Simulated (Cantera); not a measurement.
Input (Python, Cantera) and output of one run.

```python
import numpy as np
import cantera as ct

gas_names = """
    CL CL2 H HCL H2 N NH NH2 NH3 N2 N2H2 N2H4 Si SiCL SiCL2 SiCL3 SiCL4 SiH SiHCL3 SiH2 SiH2CL2 SiH3
    SiH3CL SiH4 SiN Si2 Si2N Si3
""".split()
cond_names = """
    NH4CL(a) NH4CL(b) Si(cr) Si(L) Si3N4(a)
""".split()


# ... load() reads the species with a 1 bar reference pressure and builds the phases ...
atoms = {
    'SiCl4': {'Si': 1, 'CL': 4},
    'HCl': {'H': 1, 'CL': 1},
    'N2': {'N': 2},
}
top_T = {'Si3N4(a)': 2400}  # K; cautious upper limits of use, not melting points


# ... equilibrate(T, P, feed) seeds the gas with the atoms and calls Mixture.equilibrate('TP', solver="vcs", rtol=1e-11, max_steps=5000) ...
results = []
feed = {'SiCl4': 1, 'HCl': 0.049, 'N2': 110}  # mol
P = 210  # Pa
for T in [948, 1048, 1148, 1248, 1348, 1448, 1548, 1648, 1748]:
    mix = equilibrate(T, P, feed)
    results.append((T, P, feed, dict(zip(mix.species_names, mix.species_moles))))
    x = sorted(zip(gas.X, gas.species_names), reverse=True)
    print(f"T = {T:g} K  P = {P:g} Pa  gas = {mix.phase_moles(0):.4g} mol")
    print("   x: " + "  ".join(f"{s} {v:.3e}" for v, s in x if v > 0.0001))
    print("   condensed (mol): " + ("  ".join(f"{mix.phase(i).name} {mix.phase_moles(i):.4g}"
          for i in range(1, mix.n_phases) if mix.phase_moles(i) > 1e-12) or "none"))
```

It prints:

```
T = 948 K  P = 210 Pa  gas = 111 mol
   x: N2 9.906e-01  SiCL4 9.005e-03  HCL 4.412e-04
   condensed (mol): none
T = 1048 K  P = 210 Pa  gas = 111 mol
   x: N2 9.906e-01  SiCL4 9.002e-03  HCL 4.412e-04
   condensed (mol): none
T = 1148 K  P = 210 Pa  gas = 111.1 mol
   x: N2 9.905e-01  SiCL4 8.982e-03  HCL 4.412e-04
   condensed (mol): none
T = 1248 K  P = 210 Pa  gas = 111.1 mol
   x: N2 9.904e-01  SiCL4 8.888e-03  HCL 4.412e-04  CL 1.239e-04  SiCL3 1.065e-04
   condensed (mol): none
T = 1348 K  P = 210 Pa  gas = 111.1 mol
   x: N2 9.900e-01  SiCL4 8.532e-03  CL 5.498e-04  HCL 4.410e-04  SiCL3 3.818e-04
   condensed (mol): none
T = 1448 K  P = 210 Pa  gas = 111.3 mol
   x: N2 9.885e-01  SiCL4 7.460e-03  CL 2.026e-03  SiCL3 1.017e-03  SiCL2 5.095e-04  HCL 4.403e-04
   condensed (mol): none
T = 1548 K  P = 210 Pa  gas = 111.7 mol
   x: N2 9.846e-01  CL 5.949e-03  SiCL4 5.012e-03  SiCL2 2.032e-03  SiCL3 1.907e-03  HCL 4.386e-04
   condensed (mol): none
T = 1648 K  P = 210 Pa  gas = 112.4 mol
   x: N2 9.783e-01  CL 1.231e-02  SiCL2 5.165e-03  SiCL3 2.008e-03  SiCL4 1.721e-03  HCL 4.357e-04
   condensed (mol): none
T = 1748 K  P = 210 Pa  gas = 112.9 mol
   x: N2 9.744e-01  CL 1.632e-02  SiCL2 7.689e-03  SiCL3 9.552e-04  HCL 4.335e-04  SiCL4 2.117e-04
   condensed (mol): none
```

These are equilibrium values from Cantera (NASA tables, ideal gas, pure condensed phases), not measurements of a reactor. The tables' values for SiCl3 are old estimates; treat these amounts as uncertain.
